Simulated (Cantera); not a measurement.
A freely propagating, adiabatic, planar premixed flame of H2 : O2 : N2 : H2O = 1 : 0.25 : 0.94 : 0.058 (molar parts), equivalence ratio 2.0, unburnt at 675 K and 1.30 bar; mixture-averaged transport, grid criteria slope 0.08 and curve 0.16, no radiation.

Cantera simulation using the H2/O2 subset of GRI-Mech 3.0, which has no nitrogen chemistry; the numbers are that mechanism's predictions, not measurements. Burning velocities carry a grid error of a few per cent, more on coarse grids.

x: mole fraction of selected species; z is measured from the peak of heat release.

| z (mm) | T (K) | u (m/s) | x H2 | x O2 | x O | x OH | x HO2 | x H2O |
|---|---|---|---|---|---|---|---|---|
| -1.00 | 675 | 11.0 | 0.445 | 0.111 | <1e-8 | <1e-8 | <1e-8 | 0.0258 |
| -0.669 | 675 | 11.0 | 0.445 | 0.111 | <1e-8 | <1e-8 | <1e-8 | 0.0258 |
| -0.502 | 675 | 11.0 | 0.445 | 0.111 | <1e-8 | <1e-8 | 2.49e-8 | 0.0258 |
| -0.334 | 675 | 11.0 | 0.445 | 0.111 | <1e-8 | <1e-8 | 1.65e-6 | 0.0258 |
| -0.167 | 697 | 11.3 | 0.441 | 0.111 | 1.54e-5 | 7.15e-5 | 0.000265 | 0.0271 |
| -0.0836 | 889 | 14.2 | 0.411 | 0.105 | 0.000365 | 0.000620 | 0.000197 | 0.0454 |
| 0 | 1275 | 19.8 | 0.313 | 0.0679 | 0.00324 | 0.00251 | 8.49e-5 | 0.125 |
| 0.0836 | 1547 | 23.7 | 0.224 | 0.0186 | 0.00369 | 0.00485 | 2.21e-5 | 0.220 |
| 0.167 | 1666 | 25.4 | 0.204 | 0.00417 | 0.00238 | 0.00553 | 4.76e-6 | 0.250 |
| 0.334 | 1783 | 27.0 | 0.206 | 0.00107 | 0.00173 | 0.00600 | 1.23e-6 | 0.258 |
| 0.669 | 1902 | 28.5 | 0.216 | ? | ? | 0.00598 | ? | 0.262 |
| 1.34 | 2017 | 29.9 | 0.224 | 0.000399 | 0.000771 | 0.00537 | 4.67e-7 | 0.266 |
| 2.68 | 2117 | 31.2 | 0.232 | 0.000202 | 0.000400 | 0.00430 | 2.56e-7 | 0.270 |

Problem. Complete the blanks.

Solution. 
- 0.669, x O2: 0.000667
- 0.669, x O: 0.00125
- 0.669, x HO2: 7.58e-7
